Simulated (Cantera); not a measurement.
**N2O furnace oxynitridation**

An isothermal, constant-pressure homogeneous reactor starts with N₂O : H₂ : N₂ = 1 : 0.016 : 0.55 (molar parts), at 1450 K and 26000 Pa.

Cantera simulation using GRI-Mech 3.0 (53 species, 325 reactions); the numbers are that mechanism's predictions, not measurements. GRI-Mech 3.0 was tuned for natural gas; its chemistry of N2O as a main component is partial and can be far from experiment. The temperature is held fixed by assumption; the heat of reaction is taken as removed at once.

```tsv
t (s)	x N₂O	x H₂	x H	x NO	x O	x H₂O₂
0.000200	0.636	0.00852	1.67e-5	0.000228	2.97e-5	9.16e-8
0.000485	0.630	0.00520	1.26e-5	0.000602	3.50e-5	1.16e-7
0.00118	0.622	0.00169	3.35e-6	0.00134	3.97e-5	8.53e-8
0.00285	0.609	0.000255	4.45e-7	0.00299	4.17e-5	3.44e-8
0.00691	0.583	7.63e-6	1.18e-7	0.00692	4.15e-5	1.41e-8
0.0168	0.526	3.38e-7	1.17e-7	0.0156	4.06e-5	7.95e-9
0.0406	0.413	3.29e-7	1.32e-7	0.0326	3.94e-5	5.61e-9
0.0985	0.241	3.64e-7	1.56e-7	0.0578	3.68e-5	4.50e-9
0.239	0.0774	3.81e-7	1.55e-7	0.0798	2.90e-5	3.37e-9
0.579	0.00944	1.63e-7	4.02e-8	0.0863	1.03e-5	1.32e-9
1.40	0.000222	3.65e-8	3.99e-9	0.0863	1.99e-6	3.02e-10
3.40	2.18e-6	3.29e-8	3.40e-9	0.0863	1.76e-6	2.70e-10
8.25	2.14e-6	3.29e-8	3.39e-9	0.0862	1.76e-6	2.70e-10
20.0	2.13e-6	3.29e-8	3.39e-9	0.0859	1.76e-6	2.71e-10
```
x: mole fraction; the columns are a selection and need not sum to one.

Equilibrium at this temperature and pressure: N₂O 3.09e-8, H₂ 2.97e-8, H 3.22e-9, NO 0.000995, O 1.94e-6, H₂O₂ 2.98e-10 (gas phase only).
